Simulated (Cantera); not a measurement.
Charge: 1 mol Ti(OiPr)4, 0.18 mol O2, 5.1 mol N2, 10 mol H2O, at 1025 K.

Points: P (Pa) = 10, 28, 77, 220, 600, 1700, 4600, 13000, 36000, 100000.

Cantera's Mixture.equilibrate('TP', solver="vcs", rtol=1e-11, max_steps=5000) on the NASA tables stopped like this:

```
ERROR: FAILURE its = 5001!

*******************************************************************************
CanteraError thrown by MultiPhase::equilibrate:
VCS solver failed. Return code: -1
*******************************************************************************
```

Q: What got this run through?

A: One answer among several that fit: The failure is numerical, not chemical. The same input converged with solver="gibbs", rtol=1e-10, max_steps=50000, and the result passed a check of the equilibrium conditions:
```
log10 of partial pressures in bar; condensed amounts in mol
      P/Pa        H2        CO        N2       H2O       CH4       CO2       NH3       HCN     C(gr)  TiO2(ru)
        10    -4.238    -4.540    -4.906    -6.274   -12.688    -6.463   -12.115   -12.767         0         1
        28    -3.790    -4.093    -4.459    -5.827   -11.347    -6.016   -11.221   -11.872         0         1
        77    -3.351    -3.653    -4.020    -5.388   -10.029    -5.577   -10.342   -10.994         0         1
       220    -2.895    -3.197    -3.564    -4.932    -8.661    -5.121    -9.430   -10.082         0         1
       600    -2.459    -2.762    -3.128    -4.496    -7.354    -4.685    -8.559    -9.211         0         1
      1700    -2.007    -2.309    -2.676    -4.041    -6.000    -4.230    -7.654    -8.309         0         1
      4600    -1.575    -1.878    -2.243    -3.591    -4.722    -3.780    -6.790    -7.463         0         1
   1.3e+04    -1.126    -1.429    -1.790    -3.046    -3.473    -3.235    -5.890    -6.660         0         1
   3.6e+04    -0.691    -1.005    -1.340    -2.273    -2.516    -2.474    -5.012    -6.131    0.2694         1
     1e+05    -0.264    -0.611    -0.878    -1.451    -1.661    -1.686    -4.140    -5.686     0.954         1
```

The gas is ideal and each condensed phase is pure. The feed counts by its element totals alone. Gases not in the tables: TiO(OH)2.
